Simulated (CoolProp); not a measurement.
Saturated liquid density (kg/m³) of carbon monoxide: the reference equation beside estimates from Tc = -140.3 °C, pc = 3498 kPa, ω = 0.050. Rackett uses Z = 0.29056 − 0.08775 ω.

Model: reference Helmholtz-energy equation of state, Lemmon 2006, in CoolProp. It is a short technical equation, of lower accuracy than the large ones.

```json
[
 {"T (°C)": "-183.65", "reference": "757.7", "Rackett": "768.8", "Redlich-Kwong": "754.1", "Peng-Robinson": "850.6"},
 {"T (°C)": "-179.55", "reference": "738.1", "Rackett": "749.5", "Redlich-Kwong": "730.5", "Peng-Robinson": "825.7"},
 {"T (°C)": "-175.35", "reference": "716.9", "Rackett": "728.8", "Redlich-Kwong": "704.6", "Peng-Robinson": "[?]"},
 {"T (°C)": "-171.15", "reference": "694.6", "Rackett": "706.8", "Redlich-Kwong": "676.8", "Peng-Robinson": "767.8"},
 {"T (°C)": "-167.05", "reference": "[?]", "Rackett": "683.9", "Redlich-Kwong": "647.4", "Peng-Robinson": "[?]"},
 {"T (°C)": "-162.85", "reference": "[?]", "Rackett": "658.6", "Redlich-Kwong": "614.6", "Peng-Robinson": "[?]"},
 {"T (°C)": "-158.65", "reference": "617.2", "Rackett": "[?]", "Redlich-Kwong": "578.5", "Peng-Robinson": "658.2"},
 {"T (°C)": "-154.55", "reference": "586.2", "Rackett": "600.4", "Redlich-Kwong": "539.0", "Peng-Robinson": "612.8"},
 {"T (°C)": "-150.35", "reference": "549.2", "Rackett": "563.9", "Redlich-Kwong": "492.4", "Peng-Robinson": "558.4"},
 {"T (°C)": "-146.15", "reference": "502.8", "Rackett": "517.6", "Redlich-Kwong": "435.5", "Peng-Robinson": "491.0"}
]
```

Q: Fill in the missing entries.

A: 
- -175.35, Peng-Robinson: 798.0
- -167.05, reference: 671.3
- -167.05, Peng-Robinson: 735.6
- -162.85, reference: 645.5
- -162.85, Peng-Robinson: 699.1
- -158.65, Rackett: 630.9

Absolute difference from the reference over all 10 rows, mean and median: Rackett 2.1 and 2.0 %, Redlich-Kwong 5.2 and 4.2 %, Peng-Robinson 7.9 and 8.9 %.
